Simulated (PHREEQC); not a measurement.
Synthetic water in mg/L, 25 °C, pH 6.44, pe 11: Na 52.9; K 0.616; Ca 16.3; Mg 14.7; Cl 20.3; S(6) as SO4 35.7; Alkalinity as HCO3 190; Zn 8.12; Pb 0.507; Br 0.199.

Valence states are taken as typed.

Computed with PHREEQC (ion-association model, phreeqc.dat).

### Question
The ionic strength comes out as 0.00574 mol/kgw. What activity coefficients do Zn+2, HCO3-, Br-, MgHCO3+, ZnHCO3+ get?

### Answer
Zn+2 0.73, HCO3- 0.92, Br- 0.92, MgHCO3+ 0.92, ZnHCO3+ 0.92.

No solid was allowed to form. Saturation is exceeded, for instance for Cerussite; the values hold only as long as no solid forms. Complexes and solids missing from the database can't appear. The database's zinc carbonate complexes are estimates, stronger than later reviews accept.
